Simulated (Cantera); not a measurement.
# Pyrogenic steam for wet oxidation

An isothermal, constant-pressure homogeneous reactor starts with H₂ : O₂ : N₂ = 0.48 : 1 : 3.8 (molar parts), at 925 K and 0.543 atm.

Model: GRI-Mech 3.0 (53 species, 325 reactions), integrated in Cantera. Below about 950 K walls govern HO2 and H2O2 in real vessels. The temperature is held fixed by assumption; the heat of reaction is taken as removed at once.

```tsv
t (s)	x H₂	x O₂	x H₂O	x N₂O	x NO	x HO₂
2.00e-6	0.0909	0.189	<1e-12	<1e-12	<1e-12	1.57e-12
8.60e-6	0.0909	0.189	<1e-12	<1e-12	<1e-12	7.69e-12
3.69e-5	0.0909	0.189	1.91e-11	<1e-12	<1e-12	4.80e-11
0.000159	0.0909	0.189	5.82e-10	<1e-12	<1e-12	6.16e-10
0.000682	0.0909	0.189	1.49e-7	<1e-12	<1e-12	1.22e-7
0.00293	0.0325	0.165	0.0611	4.06e-9	2.13e-8	8.44e-5
0.0126	0.0318	0.164	0.0618	4.17e-9	5.69e-9	2.90e-5
0.0541	0.0300	0.163	0.0635	4.47e-9	7.73e-9	3.98e-5
0.233	0.0194	0.159	0.0745	6.43e-9	7.17e-9	3.88e-5
1.00	0.00340	0.152	0.0916	1.27e-8	3.48e-9	1.62e-5
```
x: mole fraction; the columns are a selection and need not sum to one.

Equilibrium at this temperature and pressure: H₂ 2.60e-12, O₂ 0.151, H₂O 0.0952, N₂O 6.93e-10, NO 1.07e-5, HO₂ 1.67e-10 (gas phase only).
